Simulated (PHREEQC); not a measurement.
Consider water at 20 °C with 0.0037 mol/kgw HF and 0.046 mol/kgw NaF. Closed to the air; pH follows from the charge balance.

Model: ion-association model, wateq4f.dat, run in PHREEQC.

Precipitation was switched off in this run.

Predict the pH.

pH 4.21.

In which forms is Na present?

Na+ 98 %, NaF 1.7 % of the Na.

Species that the database lacks are ignored.
